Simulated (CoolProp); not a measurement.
Vapour-liquid equilibrium of propylene (1) + R134a (2) at 287.6 K; x and y are mole fractions of (1).

The numbers come from the multi-fluid Helmholtz-energy mixture model, Lemmon 2013 and Tillner-Roth 1994; pair parameters Bell 2016 in CoolProp.

| x | bubble pressure, mixture model (kPa) | bubble pressure, Raoult's law (kPa) | y, mixture model | y, Raoult's law |
|---|---|---|---|---|
| 0.05 | 549.6 | 499.8 | 0.153 | 0.088 |
| 0.2 | ? | 559.6 | ? | 0.314 |
| 0.35 | 811.7 | 619.5 | ? | 0.497 |
| 0.5 | 874.0 | 679.4 | 0.631 | 0.647 |
| 0.65 | ? | 739.2 | 0.709 | 0.773 |
| 0.8 | 924.0 | 799.1 | 0.799 | 0.880 |
| 0.95 | 900.8 | 859.0 | 0.934 | 0.972 |

Q: What belongs in the gaps?

A: 
- 0.2, bubble pressure, mixture model (kPa): 710.2
- 0.2, y, mixture model: 0.411
- 0.35, y, mixture model: 0.543
- 0.65, bubble pressure, mixture model (kPa): 910.5

The largest gap from Raoult's law is +31.0 % in bubble pressure, at x = 0.35. y crosses x between x = 0.65 and 0.8: the model has an azeotrope there.

Pair parameters are fitted to limited data, so mixtures are less certain than the pure fluids.
